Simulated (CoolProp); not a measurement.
Properties of 1,2-dichloroethane along the isotherm 500 K (Tc = 561.6 K, pc = 5.226 MPa, ω = 0.269).

The numbers come from the reference Helmholtz-energy equation of state, Thol 2015 in CoolProp.

```csv
p (MPa),phase,density (kg/m³),cp (kJ/(kg K)),cv (kJ/(kg K))
1.45,gas,41.16,1.169,0.9888
2.9,liquid,873.1,…,1.059
4.36,liquid,884.9,…,1.054
5.81,liquid,…,1.635,1.051
7.26,liquid,904.4,1.609,1.047
8.71,liquid,912.8,1.588,1.045
10.2,liquid,920.8,1.570,1.043
11.6,liquid,927.7,1.556,1.041
13.1,liquid,934.6,1.542,1.039
```

### Question
Fill in the missing entries.

### Answer

- 2.9, cp (kJ/(kg K)): 1.710
- 4.36, cp (kJ/(kg K)): 1.667
- 5.81, density (kg/m³): 895.2
